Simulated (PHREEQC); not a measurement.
Make-up at 25 °C: 13 mmol/kgw Na2SO4. Closed to the air; pH follows from the charge balance.

Equilibrium calculation in PHREEQC: ion-association model, phreeqc.dat.

This is a speciation only: nothing precipitates in the calculation.

Task: Estimate the specific conductance.

Result: specific conductance 2660 µS/cm.

Task: In which forms is S present?

Result: SO4-2 94 %, NaSO4- 5.9 % of the S.

Complexes and solids missing from the database can't appear.
